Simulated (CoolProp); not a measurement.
The numbers come from the reference Helmholtz-energy equation of state, Smukala 2000 in CoolProp.

### Question
For ethylene, give the phase and the cp (kJ/(kg K)) at -3.05 °C and 101 kPa; 17.15 °C and 101 kPa; 57.45 °C and 101 kPa.

### Answer
- -3.05 °C and 101 kPa: gas; cp 1.45
- 17.15 °C and 101 kPa: gas; cp 1.51
- 57.45 °C and 101 kPa: gas; cp 1.65
